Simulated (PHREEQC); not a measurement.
A solution holds 89 mmol/kgw NaOH and 38 mmol/kgw (CH3)4NCl, at 44 °C. Closed to the air; pH follows from the charge balance.

Equilibrium calculation in PHREEQC: ion-association model, wateq4f.dat.

| quantity | before | after |
|---|---|---|
| pH | 12.25 | 11.61 |
| SI of Halite (NaCl) | -4.34 | -5.63 |

### Question
Which change was made?
A) (CH3)4NCl from 0.038 to 0.38 mol/kgw
B) diluted 5-fold with water
C) (CH3)4NCl from 0.038 to 0.057 mol/kgw
D) diluted 100-fold with water

### Answer
B, diluted 5-fold with water

No solid was allowed to form. (CH3)4N+ isn't in the database: it is added as a free cation with an ion size of 4 Å. Away from 25 °C the constants follow the database's enthalpies or fits; those with neither stay at their 25 °C values.
